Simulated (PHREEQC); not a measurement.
Consider water at 30 °C with 0.23 mol/kgw CuCl2, 0.042 mol/kgw HCl and 0.0009 mol/kgw NaCl. Closed to the air; pH follows from the charge balance.

Computed with PHREEQC (ion-association model, phreeqc.dat).

Each row changes one thing in this solution. This is a speciation only: nothing precipitates in the calculation.

```tsv
case	pH	ionic strength (mol/kgw)	Cl- (mol/kgw)	Cu+2 (mol/kgw)	CuCl+ (mol/kgw)	CuCl2 (mol/kgw)	SI of Halite (NaCl)
as made	1.50	0.601	0.435	0.167	0.0582	0.00503	-5.32
CuCl2 from 0.23 to 0.345 mol/kgw	1.50	0.838	0.608	0.231	0.103	0.0110	-5.19
NaCl from 0.0009 to 0.00135 mol/kgw	1.50	0.602	0.435	0.167	0.0582	0.00504	-5.15
temperature from 30 to 50 °C	1.50	0.515	0.389	0.126	0.0952	0.00918	-5.39
temperature from 30 to 45 °C	1.50	0.537	0.401	0.136	0.0859	0.00809	-5.38
diluted 100-fold with water	3.41	0.00727	0.00500	0.00227	2.75e-5	6.49e-8	-9.00
CuCl2 replaced by CuSO4 at the same molality	2.00	0.462	0.0389	0.117	0.00394	3.33e-5	-6.40
```

The ionic strength passes 0.7 mol/kgw, the rough limit of the ion-association models, in CuCl2 from 0.23 to 0.345 mol/kgw. Species that the database lacks are ignored. At this temperature some constants are extrapolated from 25 °C, and those without enthalpy data are left unchanged.
